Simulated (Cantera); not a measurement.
Source: NASA polynomial tables (part measured, part estimated), evaluated in Cantera. Values are per mole of reaction as written; species without (g) are pure solids or liquids, kept so even where they would boil at 1 bar.

Question: Between 300 and 598 K, where is each reaction favourable under standard conditions?
- CS2(g) + Ni3S4 → 3 NiS2 + C
- NiS2 → S + NiS
- Ni + S → NiS

Answer: 
- CS2(g) + Ni3S4 → 3 NiS2 + C: ΔG° is -149 kJ at 300 K and -89 kJ at 598 K; it stays negative (K > 1). ΔH° is -211 kJ and ΔS° -204 J/K at 598 K.
- NiS2 → S + NiS: ΔG° is 40 kJ at 300 K and 34 kJ at 598 K; it stays positive (K < 1). ΔH° is 49 kJ and ΔS° 26 J/K at 598 K.
- Ni + S → NiS: ΔG° is -85 kJ at 300 K and -80 kJ at 598 K; it stays negative (K > 1). ΔH° is -94 kJ and ΔS° -22 J/K at 598 K.
